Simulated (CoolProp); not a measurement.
The numbers come from the reference Helmholtz-energy equation of state, Kamei 1995 in CoolProp.

For R22, give the phase and the cp (kJ/(kg K)) at 43.75 °C and 11500 kPa; 43.75 °C and 38400 kPa; 43.75 °C and 49900 kPa.


- 43.75 °C and 11500 kPa: liquid; cp 1.21
- 43.75 °C and 38400 kPa: liquid; cp 1.10
- 43.75 °C and 49900 kPa: liquid; cp 1.08
